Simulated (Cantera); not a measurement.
A closed system holds: 1 mol TEOS, 0.4 mol O2, 2.3 mol H2, 2.1 mol H2O, held at 133 Pa.

Method: chemical equilibrium by Gibbs-energy minimisation in Cantera with the NASA 1993 tables (ideal gas, pure condensed phases). Candidate condensed phases: C, C6H6, C7H8, C8H18, H2O, Si, SiC, SiO2; 123 gas species. The feed counts by its element totals alone. Rates play no part.

Problem. At 1950 K, list the 5 most abundant gas species with their mole fractions, and the condensed phases.

Solution. H2 0.654, CO 0.317, H 0.0254, SiO 0.00262, Si 0.000810. Condensed: C(graphite) + SiC(s).
